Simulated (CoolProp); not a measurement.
Vapour-liquid equilibrium of nitrogen (1) + carbon monoxide (2) at 106 K; x and y are mole fractions of (1).

Model: multi-fluid Helmholtz-energy mixture model, Span 2000 and Lemmon 2006; pair parameters Gernert 2013, in CoolProp.

| x | bubble pressure (bar) | y at the bubble point | dew pressure at overall composition x (bar) | liquid density (mol/L) |
|---|---|---|---|---|
| 0.05 | 8.457 | 0.066 | 8.412 | 23.94 |
| 0.15 | 8.823 | 0.191 | 8.700 | 23.85 |
| 0.25 | 9.188 | 0.307 | 9.006 | 23.76 |
| 0.35 | 9.545 | 0.415 | 9.329 | 23.67 |
| 0.45 | 9.892 | 0.516 | 9.665 | 23.59 |
| 0.55 | 10.23 | 0.611 | 10.01 | 23.50 |
| 0.65 | 10.55 | 0.701 | 10.37 | 23.43 |
| 0.75 | 10.85 | 0.788 | 10.72 | 23.36 |
| 0.85 | 11.14 | 0.873 | 11.06 | 23.30 |
| 0.95 | 11.41 | 0.958 | 11.38 | 23.25 |

No azeotrope shows between x = 0.05 and 0.95.

The pair parameters rest on a limited set of measurements; away from them the model extrapolates.
